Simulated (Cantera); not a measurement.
Cantera run, input and output.

```python
import numpy as np
import cantera as ct

gas = ct.Solution("gri30.yaml")
gas.TPX = 2975, 2666, {'CH4': 0.02, 'H2': 1, 'H': 0.038, 'H2O': 0.033}
reactor = ct.IdealGasConstPressureReactor(gas, energy="off", clone=False)
net = ct.ReactorNet([reactor])
net.rtol, net.atol = 1e-08, 1e-18
show = ['CH4', 'H2', 'H', 'C2H2', 'CH2', 'CH3']
times = np.geomspace(1e-05, 5, 11)

steps = ct.SolutionArray(gas, extra=["t"])
rows = []
print(f"{'t/s':>10s}{'T/K':>9s}{'P/Pa':>11s}" + "".join(f"{s:>11s}" for s in show))
for t in times:
    while net.time < t:
        t_next = net.step()
        steps.append(gas.state, t=t_next)
    rows.append([np.interp(t, steps.t, y) for y in (steps.T, steps.P, *steps(*show).X.T)])
    print(f"{t:10.3e}{rows[-1][0]:9.1f}{rows[-1][1]:11.4g}" + "".join(f"{x:11.3e}" for x in rows[-1][2:]))
rate = np.gradient(steps.T, steps.t)
print("integrator steps:", len(steps.t))
if steps.T.max() > steps.T[0] + 200:
    print(f"time of steepest temperature rise: {steps.t[rate.argmax()]:.4e} s")
gas.TPX = 2975, 2666, {'CH4': 0.02, 'H2': 1, 'H': 0.038, 'H2O': 0.033}
gas.equilibrate("TP")
print(f"equilibrium (TP): T = {gas.T:.1f} K  " + "  ".join(f"{s} {gas[s].X[0]:.3e}" for s in show))
```

Result:

```
       t/s      T/K       P/Pa        CH4         H2          H       C2H2        CH2        CH3
 1.000e-05   2975.0       2666  1.143e-02  9.206e-01  3.102e-02  2.571e-05  2.496e-04  6.359e-03
 3.714e-05   2975.0       2666  9.795e-03  9.150e-01  3.742e-02  4.564e-04  3.772e-04  6.643e-03
 1.380e-04   2975.0       2666  5.544e-03  9.025e-01  5.341e-02  2.786e-03  4.433e-04  5.366e-03
 5.125e-04   2975.0       2666  1.135e-03  8.876e-01  7.447e-02  5.720e-03  2.184e-04  1.553e-03
 1.904e-03   2975.0       2666  2.698e-04  8.666e-01  1.008e-01  3.210e-03  1.058e-04  5.101e-04
 7.071e-03   2975.0       2666  7.543e-06  8.158e-01  1.567e-01  6.545e-05  7.997e-06  2.330e-05
 2.627e-02   2975.0       2666  9.656e-12  6.745e-01  3.003e-01  1.182e-13  5.644e-11  6.859e-11
 9.756e-02   2975.0       2666  3.005e-13  4.745e-01  5.034e-01  4.814e-15  9.906e-12  5.060e-12
 3.624e-01   2975.0       2666  9.776e-14  4.059e-01  5.730e-01  1.855e-15  5.698e-12  2.188e-12
 1.346e+00   2975.0       2666  9.645e-14  4.051e-01  5.739e-01  1.835e-15  5.661e-12  2.166e-12
 5.000e+00   2975.0       2666  9.645e-14  4.051e-01  5.739e-01  1.835e-15  5.661e-12  2.166e-12
integrator steps: 2060
equilibrium (TP): T = 2975.0 K  CH4 9.810e-14  H2 4.051e-01  H 5.739e-01  C2H2 1.850e-15  CH2 5.677e-12  CH3 2.203e-12
```

Computed with Cantera and GRI-Mech 3.0 (53 species, 325 reactions). Radical loss at walls, strong at low pressure, is not modelled.
